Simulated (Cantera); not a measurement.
Feed: 1 mol MgSO4, 3.1 mol H2O, held at 0.110 bar.

Equilibrium computed with Cantera from the NASA thermochemical tables; the gas is ideal and each condensed phase is pure. Candidate condensed phases: H2O, H2SO4, Mg, MgO, Mg(OH)2, MgS, MgSO4, S; 26 gas species. Mutual solubility and eutectic melting of coexisting phases are not modelled. Equilibrium is a limit: real reactors are often held back by kinetics, nucleation or transport.

log p: log10 of the partial pressure in bar; n: condensed amount in mol.

| T (K) | log p H2O | log p SO2 | log p O2 | log p SO3 | log p OH | n MgSO4(s) | n MgO(s) |
|---|---|---|---|---|---|---|---|
| 598 | -0.96 | <-12 | -11.32 | <-12 | <-12 | 1.00 | 0 |
| 698 | -0.96 | -9.32 | -9.61 | -11.65 | -12.82 | 1.00 | 0 |
| 798 | -0.96 | -6.93 | -7.23 | -8.99 | -10.70 | 1.000 | 0 |
| 898 | -0.96 | ___ | ___ | ___ | ___ | 1.000 | ___ |
| 998 | -0.96 | -3.63 | -3.93 | -5.32 | -7.75 | 0.993 | 0.00683 |
| 1098 | -0.98 | ___ | ___ | ___ | ___ | ___ | ___ |
| 1198 | -1.13 | -1.63 | -1.93 | -3.18 | -5.91 | 0 | 1.00 |

Fill in the missing entries.


- 1098, log p SO2: -2.44
- 1098, log p O2: -2.74
- 1098, log p SO3: -4.00
- 1098, log p OH: -6.69
- 1098, n MgSO4(s): 0.889
- 1098, n MgO(s): 0.111
- 898, log p SO2: -5.09
- 898, log p O2: -5.39
- 898, log p SO3: -6.95
- 898, log p OH: -9.06
- 898, n MgO(s): 0.000233
